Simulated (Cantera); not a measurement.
An adiabatic, constant-pressure homogeneous reactor starts with CH₄ : O₂ : N₂ = 1 : 3.77 : 27.9 (molar parts), equivalence ratio 0.53, at 1700 K and 1500 Torr. Integrator tolerance rtol = 1e-08.

Computed with Cantera and GRI-Mech 3.0 (53 species, 325 reactions).

| quantity | before | after |
|---|---|---|
| time of steepest temperature rise | 0.171 ms | 0.304 ms |
| temperature at 0.300 s | 2303 K | 2296 K |
| equilibrium temperature | 2303 K | 2295 K |
| x(CH₄) at 0.300 s | <1e-12 (gas-phase equilibrium <1e-12) | <1e-12 (gas-phase equilibrium <1e-12) |
| x(O₂) at 0.300 s | 0.0496 (gas-phase equilibrium 0.0496) | 0.0497 (gas-phase equilibrium 0.0497) |
| x(H₂) at 0.300 s | 0.000398 (gas-phase equilibrium 0.000398) | 0.000531 (gas-phase equilibrium 0.000531) |
| x(NO) at 0.300 s | 0.00798 (gas-phase equilibrium 0.00800) | 0.00773 (gas-phase equilibrium 0.00787) |
| x(H₂O₂) at 0.300 s | 8.28e-8 (gas-phase equilibrium 8.28e-8) | 5.75e-8 (gas-phase equilibrium 5.74e-8) |
| x(HO₂) at 0.300 s | 2.54e-6 (gas-phase equilibrium 2.54e-6) | 2.09e-6 (gas-phase equilibrium 2.09e-6) |

Q: Which change was made?
A. pressure from 1500 Torr to 645 Torr
B. pressure from 1500 Torr to 760 Torr
C. pressure from 1500 Torr to 12800 Torr
D. N2 27.9 to 19 parts

A: B, pressure from 1500 Torr to 760 Torr
